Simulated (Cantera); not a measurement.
A freely propagating, adiabatic, planar premixed flame of 28.9 % H2, 14.9 % O2, 56.2 % N2, unburnt at 698 K and 82.5 Torr; mixture-averaged transport, grid criteria slope 0.08 and curve 0.16, no radiation.

Computed with Cantera and the H2/O2 subset of GRI-Mech 3.0, which has no nitrogen chemistry. Burning velocities carry a grid error of a few per cent, more on coarse grids.

Question: Predict: laminar burning velocity; thermal thickness; peak x(HO2); peak x(H); peak x(OH); peak x(O).

Answer: 
```json
{
  "laminar_burning_velocity": "797 cm/s",
  "thermal_thickness": "9.44 mm",
  "peak x(HO2)": "2.90e-5",
  "peak x(H)": "0.0983",
  "peak x(OH)": "0.0210",
  "peak x(O)": "0.0182"
}
```
